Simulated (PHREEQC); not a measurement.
A solution holds 0.0027 mol/kgw HNO3, 0.00068 mol/kgw NaCl and 0.0002 mol/kgw MgCl2, at 25 °C. Closed to the air; pH follows from the charge balance.

Computed with PHREEQC (ion-association model, phreeqc.dat).

Each row changes one thing in this solution. No solid was allowed to form.

```json
[
 {"case": "as made", "pH": "2.60", "SI of Halite (NaCl)": "-7.76"},
 {"case": "MgCl2 from 0.0002 to 4e-05 mol/kgw", "pH": "[?]", "SI of Halite (NaCl)": "-7.91"},
 {"case": "MgCl2 replaced by KCl at the same molality", "pH": "2.60", "SI of Halite (NaCl)": "[?]"},
 {"case": "diluted 5-fold with water", "pH": "3.28", "SI of Halite (NaCl)": "-9.13"},
 {"case": "HNO3 replaced by Al(NO3)3 at the same molality", "pH": "3.91", "SI of Halite (NaCl)": "[?]"}
]
```

Problem. Some entries are withheld; supply them.

Solution. 
- MgCl2 from 0.0002 to 4e-05 mol/kgw, pH: 2.59
- MgCl2 replaced by KCl at the same molality, SI of Halite (NaCl): -7.85
- HNO3 replaced by Al(NO3)3 at the same molality, SI of Halite (NaCl): -7.82

Species that the database lacks are ignored. Some of these states are supersaturated (in Gibbsite (slow to form), for instance).
